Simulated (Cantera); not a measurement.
Charge: 1 mol CaCO₃, 0.026 mol O₂, held at 240 Pa.

Cantera equilibrium calculation (NASA polynomials, part measured and part estimated; ideal gas, pure solids and liquids). Candidate condensed phases: C, Ca, CaCO₃, CaO; 15 gas species. Rates play no part.

x: gas mole fraction; n: condensed amount in mol.

```json
[
 {"T (°C)": "350", "x O₂": "1.000", "x CO₂": "7.64e-5", "x CO": "<1e-12", "x O": "<1e-12", "x Ca": "<1e-12", "n CaCO₃(calcite)": "1.000", "n CaO(s)": "0"},
 {"T (°C)": "550", "x O₂": "(withheld)", "x CO₂": "(withheld)", "x CO": "<1e-12", "x O": "(withheld)", "x Ca": "<1e-12", "n CaCO₃(calcite)": "0.990", "n CaO(s)": "(withheld)"},
 {"T (°C)": "750", "x O₂": "0.0253", "x CO₂": "0.975", "x CO": "1.63e-8", "x O": "1.01e-9", "x Ca": "<1e-12", "n CaCO₃(calcite)": "0", "n CaO(s)": "1.00"},
 {"T (°C)": "950", "x O₂": "0.0253", "x CO₂": "0.975", "x CO": "3.71e-6", "x O": "1.31e-7", "x Ca": "<1e-12", "n CaCO₃(calcite)": "0", "n CaO(s)": "1.00"},
 {"T (°C)": "1150", "x O₂": "0.0254", "x CO₂": "0.974", "x CO": "(withheld)", "x O": "(withheld)", "x Ca": "<1e-12", "n CaCO₃(calcite)": "0", "n CaO(s)": "1.00"},
 {"T (°C)": "1350", "x O₂": "0.0269", "x CO₂": "0.970", "x CO": "0.00324", "x O": "6.37e-5", "x Ca": "2.69e-11", "n CaCO₃(calcite)": "0", "n CaO(s)": "1.00"},
 {"T (°C)": "1550", "x O₂": "0.0375", "x CO₂": "0.936", "x CO": "0.0257", "x O": "0.000597", "x Ca": "1.42e-8", "n CaCO₃(calcite)": "0", "n CaO(s)": "1.00"},
 {"T (°C)": "1750", "x O₂": "0.0719", "x CO₂": "0.823", "x CO": "0.100", "x O": "0.00436", "x Ca": "1.75e-6", "n CaCO₃(calcite)": "0", "n CaO(s)": "1.000"}
]
```

### Question
What belongs in the gaps?

### Answer

- 1150, x CO: 0.000181
- 1150, x O: 4.38e-6
- 550, x O₂: 0.732
- 550, x CO₂: 0.268
- 550, x O: 4.02e-12
- 550, n CaO(s): 0.00952
